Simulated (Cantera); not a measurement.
## Equilibrium for boron, boron nitride and boron oxide: borazine + N2

Input: 1 mol borazine, 1.2 mol N2, held at 1175 K and 81.0 Pa.

These are equilibrium values from Cantera (NASA tables, ideal gas, pure condensed phases), not measurements of a reactor. Candidate condensed phases: B, BN; 15 gas species. The feed counts by its element totals alone. The numbers say what is thermodynamically allowed, not how fast it happens.

The x(H2) comes out as 0.714, the x(N2) is 0.286 and the x(H) is 3.64e-6. The n(BN(s)) is 3.00 mol. The gas amount is 4.200 mol. The log10 activity of B(s) (absent) comes out as -4.72.
